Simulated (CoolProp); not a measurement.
R11 at 298.15 K and 0.0115 MPa is compressed adiabatically to 0.0546 MPa with isentropic efficiency 0.6. Each further row changes one setting.

Computed with CoolProp (reference Helmholtz-energy equation of state, Jacobsen 1992).

| case | work (kJ/kg) | final temperature (K) | final density (kg/m³) |
|---|---|---|---|
| as stated | 50.5 | 382.5 | 2.38 |
| efficiency 1 | 30.3 | 350.1 | 2.60 |
| efficiency 0.65 | 46.6 | 376.3 | 2.42 |
